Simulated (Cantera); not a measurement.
Mixture: CH4 : O2 : N2 = 1 : 1.82 : 6.84 (molar parts), equivalence ratio 1.1, at 3750 Torr, adiabatic and at constant volume. Ignition delay is the time to a rise of 400 K.

Model: GRI-Mech 3.0 (53 species, 325 reactions), integrated in Cantera.

Problem. Predict: delay at 1048 K; delay at 1248 K; delay at 1448 K; delay at 1648 K; delay at 1848 K; apparent activation energy between 1648 and 1848 K.

Solution. 
```
Quantity                                                Result
--------------------------------------------------  ----------
delay at 1048 K                                        85.2 ms
delay at 1248 K                                        5.42 ms
delay at 1448 K                                       0.553 ms
delay at 1648 K                                        83.4 µs
delay at 1848 K                                        19.1 µs
apparent activation energy between 1648 and 1848 K  190 kJ/mol
```
